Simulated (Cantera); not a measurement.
Cantera run:

```python
import numpy as np
import cantera as ct

gas_names = """
    CL CL2 H HCL H2 N NH NH2 NH3 N2 N2H2 N2H4 Si SiCL SiCL2 SiCL3 SiCL4 SiH SiHCL3 SiH2 SiH2CL2 SiH3
    SiH3CL SiH4 SiN Si2 Si2N Si3
""".split()
cond_names = """
    NH4CL(a) NH4CL(b) Si(cr) Si(L) Si3N4(a)
""".split()


def load(file, names, dense=False):
    # The tables refer to 1 bar. Condensed volumes are neglected.
    table = {s.name: s for s in ct.Species.list_from_file(file)}
    out = []
    for n in names:
        d = dict(table[n].input_data)
        d["thermo"] = dict(d["thermo"], **{"reference-pressure": 1e5})
        if dense:
            d["equation-of-state"] = {"model": "constant-volume", "density": "1e6 g/cm^3"}
        out.append(ct.Species.from_dict(d))
    return out


gas = ct.Solution(thermo="ideal-gas", species=load("nasa_gas.yaml", gas_names))
cond = {s.name: ct.Solution(thermo="fixed-stoichiometry", species=[s], name=s.name)
        for s in load("nasa_condensed.yaml", cond_names, dense=True)}
atoms = {
    'SiH2Cl2': {'Si': 1, 'H': 2, 'CL': 2},
    'N2': {'N': 2},
}
top_T = {'Si3N4(a)': 2400}  # K; cautious upper limits of use, not melting points


def equilibrate(T, P, feed):
    n = {}
    for name, mol in feed.items():
        for a, k in atoms[name].items():
            n[a] = n.get(a, 0.0) + k * mol
    gas.TPX = T, P, n
    mass = sum(n.values()) * gas.mean_molecular_weight
    gas.equilibrate("TP")
    valid = [c for c in cond.values() if c.min_temp <= T <= top_T.get(c.name, c.max_temp)]
    mix = ct.Mixture([(gas, mass / gas.mean_molecular_weight)] + [(c, 0.0) for c in valid])
    mix.T, mix.P = T, P
    mix.equilibrate("TP", solver="vcs", rtol=1e-11, max_steps=5000)
    return mix


results = []
feed = {'SiH2Cl2': 1, 'N2': 39}  # mol
T = 1975  # K
for P in [5, 26, 140, 710, 3700, 19000, 100000]:
    mix = equilibrate(T, P, feed)
    results.append((T, P, feed, dict(zip(mix.species_names, mix.species_moles))))

top = {s: max(r[3][s] / sum(r[3][g] for g in gas_names) for r in results) for s in gas_names}
cols = sorted((s for s in top if top[s] > 0.0001), key=lambda s: -top[s])[:5]
seen = [c for c in cond_names if any(r[3].get(c, 0) > 1e-12 for r in results)]
print("log10 of partial pressures in bar; condensed amounts in mol")
print(f"{'P/Pa':>10s}" + "".join(f"{s[:9]:>10s}" for s in cols + seen))
for T, P, feed, n in results:
    ng = sum(n[g] for g in gas_names)
    print(f"{P:10.4g}" + "".join(f"{np.log10(max(n[s] / ng * P / 1e5, 1e-99)):10.3f}" for s in cols)
          + "".join(f"{n.get(c, 0):10.4g}" for c in seen))
```

Output:

```
log10 of partial pressures in bar; condensed amounts in mol
      P/Pa        N2        CL        Si       HCL        H2     Si(L)  Si3N4(a)
         5    -4.341    -5.890    -5.999    -6.116    -6.432         0         0
        26    -3.618    -5.537    -5.445    -5.329    -5.566         0         0
       140    -2.881    -5.317    -4.932    -4.676    -4.698         0         0
       710    -2.174    -5.139    -4.490    -4.101    -3.905   0.01979         0
      3700    -1.454    -4.775    -4.490    -3.371    -3.174    0.1927         0
   1.9e+04    -0.743    -4.364    -4.614    -2.609    -2.471         0   0.08733
     1e+05    -0.022    -3.808    -5.095    -1.728    -1.821         0    0.1317
```

Method: chemical equilibrium by Gibbs-energy minimisation in Cantera with the NASA 1993 tables (ideal gas, pure condensed phases). The tables' values for SiCl, SiCl3, SiN are old estimates; treat these amounts as uncertain.
